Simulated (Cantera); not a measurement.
A Cantera script and its output.

```python
import numpy as np
import cantera as ct

gas = ct.Solution("h2o2.yaml")
gas.TPX = 448, 101325, {'H2': 1, 'O2': 0.676, 'N2': 2.54}
flame = ct.FreeFlame(gas, width=0.04)
flame.set_refine_criteria(ratio=3, slope=0.08, curve=0.16)
flame.transport_model = "mixture-averaged"
flame.solve(loglevel=0, auto=True)
flame.transport_model = "multicomponent"
flame.soret_enabled = False
flame.solve(loglevel=0, refine_grid=True)
z, T = flame.grid, flame.T
thick = (T[-1] - T[0]) / np.gradient(T, z).max()
show = ['H2', 'O2', 'H2O2', 'H2O', 'O', 'HO2']
print(f"laminar burning velocity  {flame.velocity[0] * 100:.3f} cm/s")
print(f"burnt temperature         {T[-1]:.1f} K")
print(f"thermal thickness         {thick * 1e3:.4f} mm")
print(f"grid points               {len(z)}")
z0 = z[flame.heat_release_rate.argmax()]
print(f"{'z/mm':>9s}{'T/K':>9s}{'u/(m/s)':>9s}" + "".join(f"{s:>11s}" for s in show))
rows = []
for k in (-3, -2, -1.5, -1, -0.5, -0.25, 0, 0.25, 0.5, 1, 2, 4, 8):
    zz = z0 + k * thick
    rows.append([k * thick, np.interp(zz, z, T), np.interp(zz, z, flame.velocity),
                 *(np.interp(zz, z, flame.X[gas.species_index(s)]) for s in show)])
    print(f"{rows[-1][0] * 1e3:9.3f}{rows[-1][1]:9.1f}{rows[-1][2]:9.3f}" + "".join(f"{x:11.3e}" for x in rows[-1][3:]))
```

Output:

```
laminar burning velocity  302.576 cm/s
burnt temperature         2178.1 K
thermal thickness         0.3808 mm
grid points               114
     z/mm      T/K  u/(m/s)         H2         O2       H2O2        H2O          O        HO2
   -1.142    448.0    3.026  2.372e-01  1.603e-01  2.547e-13  7.682e-11  5.176e-13  5.719e-12
   -0.762    448.0    3.026  2.372e-01  1.603e-01  1.955e-11  4.466e-09  2.922e-11  3.976e-10
   -0.571    448.0    3.025  2.371e-01  1.604e-01  3.065e-10  5.875e-08  3.498e-10  6.001e-09
   -0.381    448.2    3.024  2.363e-01  1.605e-01  2.547e-08  3.327e-06  1.414e-08  4.761e-07
   -0.190    475.5    3.162  2.234e-01  1.624e-01  1.501e-05  1.377e-03  3.951e-06  2.121e-04
   -0.095    737.8    4.748  1.806e-01  1.568e-01  4.988e-05  2.646e-02  2.301e-04  2.788e-04
    0.000   1157.4    7.233  1.040e-01  1.244e-01  1.073e-05  1.004e-01  3.546e-03  1.184e-04
    0.095   1455.5    9.010  4.352e-02  8.014e-02  4.516e-06  1.774e-01  9.282e-03  6.172e-05
    0.190   1615.2    9.955  2.430e-02  6.179e-02  2.480e-06  2.076e-01  1.110e-02  4.014e-05
    0.381   1775.7   10.862  1.804e-02  5.468e-02  1.218e-06  2.227e-01  9.667e-03  2.682e-05
    0.762   1919.7   11.643  1.378e-02  5.145e-02  6.539e-07  2.344e-01  6.813e-03  1.724e-05
    1.523   2036.3   12.257  8.895e-03  4.926e-02  3.980e-07  2.456e-01  4.071e-03  9.996e-06
    3.046   2115.2   12.661  4.758e-03  4.821e-02  2.653e-07  2.543e-01  2.076e-03  5.553e-06
```

Cantera simulation using the H2/O2 subset of GRI-Mech 3.0, which has no nitrogen chemistry; the numbers are that mechanism's predictions, not measurements. Burning velocities carry a grid error of a few per cent, more on coarse grids.
